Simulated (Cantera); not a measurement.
A closed system holds: 1 mol Cu₂O, 0.34 mol CH₄, 0.087 mol CO, held at 1452 °C and 86.0 Pa.

Method: chemical equilibrium by Gibbs-energy minimisation in Cantera with the NASA 1993 tables (ideal gas, pure condensed phases). Candidate condensed phases: C, C₆H₆, C₇H₈, C₈H₁₈, Cu, CuO, Cu(OH)₂, Cu₂O, H₂O; 113 gas species. Rates play no part.

Base state: H₂O 0.325, Cu 0.254, CO 0.168, H₂ 0.131, CO₂ 0.119, H 0.00229, Cu₂ 0.000347, OH 0.000313 (mole fractions); condensed: Cu(l).

What changes in the equilibrium state with this change: temperature from 1452 °C to 1050 °C?


```json
[
 {"species": "H₂O", "before": "0.325", "after": "0.402"},
 {"species": "H₂", "before": "0.131", "after": "0.213"},
 {"species": "CO₂", "before": "0.119", "after": "0.195"},
 {"species": "Cu", "before": "0.254", "after": "0.000313"},
 {"species": "CO", "before": "0.168", "after": "0.191"},
 {"species": "Cu₂", "before": "0.000347", "after": "3.21e-8"},
 {"species": "OH", "before": "0.000313", "after": "6.83e-7"},
 {"species": "Cu(l), mol", "before": "1.62", "after": "0"},
 {"species": "Cu(s), mol", "before": "0", "after": "2.00"}
]
```
